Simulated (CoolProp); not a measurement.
Properties of n-hexane along the isotherm 600 K (Tc = 507.8 K, pc = 30.44 bar, ω = 0.300).

Values from CoolProp's reference Helmholtz-energy equation of state, Thol 2019.

| p (bar) | phase | cp (kJ/(kg K)) | speed of sound (m/s) | isothermal compressibility (1/MPa) | expansivity (1/kK) | viscosity (µPa s) | Prandtl number |
|---|---|---|---|---|---|---|---|
| 19 | gas | 3.010 | 216.5 | 0.6059 | 2.679 | 14.4 | 0.878 |
| 38.1 | supercritical | 3.260 | 187.9 | 0.3614 | 4.642 | 17.8 | 1.08 |
| 57.1 | supercritical | 3.688 | 171.4 | 0.2672 | 7.569 | 23.2 | 1.37 |
| 76.1 | supercritical | 3.859 | 191.7 | 0.1502 | 7.621 | 31.0 | 1.68 |
| 95.1 | supercritical | 3.729 | 237.0 | 0.07761 | 5.692 | 38.4 | 1.89 |
| 114 | supercritical | 3.609 | 283.0 | 0.04715 | 4.378 | 44.4 | 2.03 |
| 133 | supercritical | 3.526 | 324.8 | 0.03253 | 3.571 | 49.4 | 2.14 |
| 152 | supercritical | 3.469 | 362.5 | 0.02439 | 3.043 | 53.7 | 2.24 |
| 171 | supercritical | 3.427 | 396.6 | 0.01933 | 2.672 | 57.6 | 2.32 |
| 190 | supercritical | 3.395 | 427.9 | 0.01592 | 2.396 | 61.2 | 2.39 |
| 209 | supercritical | 3.370 | 456.9 | 0.01348 | 2.183 | 64.4 | 2.46 |
| 228 | supercritical | 3.350 | 484.0 | 0.01166 | 2.013 | 67.5 | 2.52 |
| 247 | supercritical | 3.333 | 509.4 | 0.01025 | 1.874 | 70.4 | 2.57 |
| 266 | supercritical | 3.319 | 533.5 | 0.009141 | 1.758 | 73.1 | 2.62 |
| 285 | supercritical | 3.307 | 556.2 | 0.008238 | 1.659 | 75.8 | 2.67 |
| 304 | supercritical | 3.296 | 578.0 | 0.007493 | 1.574 | 78.3 | 2.72 |

Viscosity comes from a separate model (Michailidou 2013). Thermal conductivity comes from a separate model (Assael 2013).
